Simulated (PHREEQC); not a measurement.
# Metal-bearing waste water (model solution)

A solution holds 0.15 mol Pb(NO3)2, 0.00016 mol CuCl2, 0.00013 mol H2SO4 and 0.0001 mol NaCl per kg of water, at 25 °C. Closed to the air; pH follows from the charge balance.

Equilibrium calculation in PHREEQC: ion-association model, wateq4f.dat.

This is a speciation only: nothing precipitates in the calculation.

### Question
Predict the pH, activity of water.

### Answer
pH 3.66; activity of water 0.994.

### Question
In which forms is Pb present?

### Answer
Pb+2 53 %, PbNO3+ 47 % of the Pb.

Saturation is exceeded, for instance for Anglesite; the values hold only as long as no solid forms.
